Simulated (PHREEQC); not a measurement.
A column of 0.5 m (40 cells, dispersivity 0.025 m, 720 s a shift, diffusion coefficient 3e-10 m²/s) holds 0.055 eq of the database's cation exchanger X per kg of pore water, first in equilibrium with 3.2 mmol/kgw CdCl2, 1.7 mmol/kgw CaCl2 and 0.01 mmol/kgw HCl. It is flushed with 0.031 mol/kgw ZnSO4 and 1e-05 mol/kgw HCl, at 25 °C. Values are for the last cell. CO2 from the air is kept out. Nothing may precipitate in this run.

All values are PHREEQC results (ion-association model, phreeqc.dat), not measurements.

Task: Predict S in solution (mol/kgw) at pore volumes = 0.8875, 1.387, 2.138.

Result: 
| pore volumes | S in solution (mol/kgw) |
|---|---|
| 0.8875 | 0.0127 |
| 1.387 | 0.0275 |
| 2.138 | 0.0309 |

Complexes and solids missing from the database can't appear.
